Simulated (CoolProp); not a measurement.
Model: reference Helmholtz-energy equation of state, Lemmon 2009, in CoolProp.

### Question
For propane, give the phase and the speed of sound (m/s), Joule-Thomson coefficient (K/MPa), Prandtl number at 239.2 K and 0.625 bar.

### Answer
- 239.2 K and 0.625 bar: gas; speed of sound 225, Joule-Thomson coefficient 33.2, Prandtl number 0.767

Viscosity comes from a separate model (Vogel 1998). Thermal conductivity comes from a separate model (Marsh 2002).
